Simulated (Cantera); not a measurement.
An isothermal, constant-pressure homogeneous reactor starts with CH₄ : H₂O = 1 : 0.37 (molar parts), at 1850 K and 10.0 bar. Integrator tolerance rtol = 1e-08.

Computed with Cantera and GRI-Mech 3.0 (53 species, 325 reactions). GRI-Mech 3.0 stops at C3 and has no aromatics, soot or wall deposition, so with more carbon than oxygen in the feed, carbon stays in small species such as C2H2 where larger ones or solid carbon would form.

Problem. What does this change do: temperature 1850 to 1475 K?

Solution. 
| quantity | before | after |
|---|---|---|
| x(CH₄) at 2.00 s | 0.0666 (gas-phase equilibrium 0.0666) | 0.388 (gas-phase equilibrium 0.271) |
| x(H₂O) at 2.00 s | 1.05e-5 (gas-phase equilibrium 1.07e-5) | 0.182 (gas-phase equilibrium 6.01e-5) |
| x(CO₂) at 2.00 s | 5.45e-7 (gas-phase equilibrium 5.53e-7) | 0.00567 (gas-phase equilibrium 7.68e-6) |
| x(CH₂CO) at 2.00 s | 2.53e-6 (gas-phase equilibrium 2.54e-6) | 7.28e-6 (gas-phase equilibrium 1.32e-6) |
| x(HO₂) at 2.00 s | <1e-12 (gas-phase equilibrium <1e-12) | <1e-12 (gas-phase equilibrium <1e-12) |
| x(CH₂) at 2.00 s | 6.60e-8 (gas-phase equilibrium 6.60e-8) | 5.40e-10 (gas-phase equilibrium 1.38e-10) |
| x(OH) at 2.00 s | 1.59e-10 (gas-phase equilibrium 1.62e-10) | 3.51e-8 (gas-phase equilibrium 8.81e-12) |
